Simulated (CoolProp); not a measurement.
Properties of n-nonane along the isotherm 149.65 °C (Tc = 321.4 °C, pc = 2282 kPa, ω = 0.443).

The numbers come from the reference Helmholtz-energy equation of state, Lemmon 2006 in CoolProp. It is a short technical equation, of lower accuracy than the large ones.

```tsv
p (kPa)	phase	expansivity (1/kK)	conductivity (mW/(m K))
36.1	gas	2.554	20.9
82.1	gas	(withheld)	21.0
187	liquid	1.513	97.9
425	liquid	1.505	98.1
968	liquid	1.486	(withheld)
2200	liquid	(withheld)	99.4
5010	liquid	1.365	101
11400	liquid	1.225	105
```

Complete the blanks.


- 82.1, expansivity (1/kK): 2.834
- 968, conductivity (mW/(m K)): 98.5
- 2200, expansivity (1/kK): 1.445

Thermal conductivity comes from a separate model (Huber 2005).
